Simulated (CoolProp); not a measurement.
Vapour pressure (kPa) of R124: the reference equation beside estimates from Tc = 122.3 °C, pc = 3624 kPa, ω = 0.288. Clausius-Clapeyron is anchored at -35.75 °C with a constant enthalpy of vaporisation of 24.10 kJ/mol.

The numbers come from the reference Helmholtz-energy equation of state, de Vries 1995 in CoolProp.

```json
[
 {"T (°C)": "-35.75", "reference": "33.19", "Lee-Kesler": "32.64", "Clausius-Clapeyron": "33.19", "Redlich-Kwong": "74.69", "Soave-Redlich-Kwong": "32.93", "Peng-Robinson": "33.72"},
 {"T (°C)": "-33.25", "reference": "37.79", "Lee-Kesler": "37.21", "Clausius-Clapeyron": "37.70", "Redlich-Kwong": "83.30", "Soave-Redlich-Kwong": "37.50", "Peng-Robinson": "38.31"},
 {"T (°C)": "-30.75", "reference": "42.89", "Lee-Kesler": "42.28", "Clausius-Clapeyron": "42.70", "Redlich-Kwong": "92.64", "Soave-Redlich-Kwong": "42.58", "Peng-Robinson": "43.39"},
 {"T (°C)": "-28.25", "reference": "48.52", "Lee-Kesler": "47.90", "Clausius-Clapeyron": "48.24", "Redlich-Kwong": "102.8", "Soave-Redlich-Kwong": "48.19", "Peng-Robinson": "49.00"},
 {"T (°C)": "-25.75", "reference": "54.74", "Lee-Kesler": "54.10", "Clausius-Clapeyron": "54.37", "Redlich-Kwong": "113.7", "Soave-Redlich-Kwong": "54.38", "Peng-Robinson": "55.18"},
 {"T (°C)": "-23.15", "reference": "61.86", "Lee-Kesler": "61.22", "Clausius-Clapeyron": "61.42", "Redlich-Kwong": "125.9", "Soave-Redlich-Kwong": "61.47", "Peng-Robinson": "62.26"},
 {"T (°C)": "-20.65", "reference": "69.38", "Lee-Kesler": "68.74", "Clausius-Clapeyron": "68.89", "Redlich-Kwong": "138.7", "Soave-Redlich-Kwong": "68.98", "Peng-Robinson": "69.73"},
 {"T (°C)": "-18.15", "reference": "77.61", "Lee-Kesler": "76.99", "Clausius-Clapeyron": "77.09", "Redlich-Kwong": "152.3", "Soave-Redlich-Kwong": "77.20", "Peng-Robinson": "77.90"},
 {"T (°C)": "-15.65", "reference": "86.60", "Lee-Kesler": "86.00", "Clausius-Clapeyron": "86.09", "Redlich-Kwong": "166.9", "Soave-Redlich-Kwong": "86.18", "Peng-Robinson": "86.81"},
 {"T (°C)": "-13.15", "reference": "96.38", "Lee-Kesler": "95.82", "Clausius-Clapeyron": "95.93", "Redlich-Kwong": "182.5", "Soave-Redlich-Kwong": "95.96", "Peng-Robinson": "96.51"},
 {"T (°C)": "-10.65", "reference": "107.0", "Lee-Kesler": "106.5", "Clausius-Clapeyron": "106.7", "Redlich-Kwong": "199.2", "Soave-Redlich-Kwong": "106.6", "Peng-Robinson": "107.1"},
 {"T (°C)": "-8.05", "reference": "119.0", "Lee-Kesler": "118.6", "Clausius-Clapeyron": "118.9", "Redlich-Kwong": "217.7", "Soave-Redlich-Kwong": "118.6", "Peng-Robinson": "119.0"},
 {"T (°C)": "-5.55", "reference": "131.6", "Lee-Kesler": "131.2", "Clausius-Clapeyron": "131.7", "Redlich-Kwong": "236.7", "Soave-Redlich-Kwong": "131.2", "Peng-Robinson": "131.4"},
 {"T (°C)": "-3.05", "reference": "145.1", "Lee-Kesler": "144.8", "Clausius-Clapeyron": "145.5", "Redlich-Kwong": "256.8", "Soave-Redlich-Kwong": "144.8", "Peng-Robinson": "144.8"},
 {"T (°C)": "-0.55", "reference": "159.7", "Lee-Kesler": "159.5", "Clausius-Clapeyron": "160.6", "Redlich-Kwong": "278.2", "Soave-Redlich-Kwong": "159.4", "Peng-Robinson": "159.2"}
]
```

Absolute difference from the reference over all 15 rows, mean and median: Lee-Kesler 0.8 and 0.8 %, Clausius-Clapeyron 0.4 and 0.5 %, Redlich-Kwong 97.5 and 96.2 %, Soave-Redlich-Kwong 0.5 and 0.5 %, Peng-Robinson 0.6 and 0.4 %.
